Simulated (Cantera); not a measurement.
# Adiabatic ignition

An adiabatic, constant-pressure homogeneous reactor starts with 28.8 % H2, 18.7 % O2, 52.5 % N2, equivalence ratio 0.77, at 1525 K and 10.0 bar.

Detailed kinetics in Cantera: GRI-Mech 3.0 (53 species, 325 reactions). The hydrogen kinetics of GRI-Mech 3.0 are dated; newer H2 mechanisms differ, most at raised pressure. Above 3000 K some thermodynamic fits are extrapolated.

```tsv
t (s)	T (K)	x H2	x O2	x N2O	x O	x H	x H2O
9.00e-6	3073	0.0233	0.0466	2.57e-6	0.00994	0.00958	0.277
1.96e-5	3071	0.0234	0.0456	2.58e-6	0.00974	0.00952	0.278
4.29e-5	3066	0.0236	0.0437	2.64e-6	0.00939	0.00942	0.278
9.35e-5	3060	0.0238	0.0413	2.80e-6	0.00894	0.00929	0.278
0.000204	3056	0.0239	0.0399	2.94e-6	0.00868	0.00921	0.279
0.000445	3055	0.0240	0.0397	2.96e-6	0.00864	0.00920	0.279
0.000972	3055	0.0240	0.0397	2.96e-6	0.00864	0.00920	0.279
0.00212	3055	0.0240	0.0397	2.96e-6	0.00864	0.00920	0.279
0.00463	3055	0.0240	0.0397	2.96e-6	0.00864	0.00920	0.279
0.0101	3055	0.0240	0.0397	2.96e-6	0.00864	0.00920	0.279
0.0220	3055	0.0240	0.0397	2.96e-6	0.00864	0.00920	0.279
0.0481	3055	0.0240	0.0397	2.96e-6	0.00864	0.00920	0.279
0.105	3055	0.0240	0.0397	2.96e-6	0.00864	0.00920	0.279
0.229	3055	0.0240	0.0397	2.96e-6	0.00864	0.00920	0.279
0.500	3055	0.0240	0.0397	2.96e-6	0.00864	0.00920	0.279
```
x: mole fraction; the columns are a selection and need not sum to one.

| Item | Value |
|---|---|
| time of steepest temperature rise | 1.14 µs |
| temperature at 0.500 s | 3055 K |
| equilibrium temperature | 3055 K |
| x(H2) at 0.500 s | 0.0240 (gas-phase equilibrium 0.0240) |
| x(O2) at 0.500 s | 0.0397 (gas-phase equilibrium 0.0397) |
| x(N2O) at 0.500 s | 2.96e-6 (gas-phase equilibrium 2.96e-6) |
